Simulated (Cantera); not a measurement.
A perfectly stirred reactor is fed with NO : N₂ = 1 : 0.12 (molar parts), at 46.5 Torr; it is held at 1675 K, and followed from long to short residence time.

Model: GRI-Mech 3.0 (53 species, 325 reactions), integrated in Cantera.

### Question
What does this change do: 0.076 parts H2O added?

### Answer
```json
[
 {"quantity": "x(NO) at τ = 30.0 s", "before": "0.733", "after": "0.691"},
 {"quantity": "x(N₂O) at τ = 30.0 s", "before": "0.000176", "after": "0.000112"},
 {"quantity": "x(O) at τ = 30.0 s", "before": "4.28e-5", "after": "3.94e-5"},
 {"quantity": "x(O₂) at τ = 30.0 s", "before": "0.0797", "after": "0.0723"},
 {"quantity": "x(NO₂) at τ = 30.0 s", "before": "0.000365", "after": "0.000328"},
 {"quantity": "x(NO) at τ = 0.130 s", "before": "0.892", "after": "0.835"},
 {"quantity": "x(N₂O) at τ = 0.130 s", "before": "0.000174", "after": "0.000111"},
 {"quantity": "x(O) at τ = 0.130 s", "before": "1.36e-5", "after": "5.63e-6"},
 {"quantity": "x(O₂) at τ = 0.130 s", "before": "0.000324", "after": "0.000376"},
 {"quantity": "x(NO₂) at τ = 0.130 s", "before": "9.39e-5", "after": "4.31e-5"}
]
```

### Question
What does this change do: pressure from 46.5 Torr to 10.00 Torr?

### Answer
```json
[
 {"quantity": "x(NO) at τ = 30.0 s", "before": "0.733", "after": "0.845"},
 {"quantity": "x(N₂O) at τ = 30.0 s", "before": "0.000176", "after": "0.000219"},
 {"quantity": "x(O) at τ = 30.0 s", "before": "4.28e-5", "after": "6.46e-5"},
 {"quantity": "x(O₂) at τ = 30.0 s", "before": "0.0797", "after": "0.0236"},
 {"quantity": "x(NO₂) at τ = 30.0 s", "before": "0.000365", "after": "9.78e-5"},
 {"quantity": "x(NO) at τ = 0.130 s", "before": "0.892", "after": "0.893"},
 {"quantity": "x(N₂O) at τ = 0.130 s", "before": "0.000174", "after": "7.10e-5"},
 {"quantity": "x(O) at τ = 0.130 s", "before": "1.36e-5", "after": "2.71e-5"},
 {"quantity": "x(O₂) at τ = 0.130 s", "before": "0.000324", "after": "4.41e-5"},
 {"quantity": "x(NO₂) at τ = 0.130 s", "before": "9.39e-5", "after": "2.37e-5"}
]
```
Radical loss at walls, strong at low pressure, is not modelled.
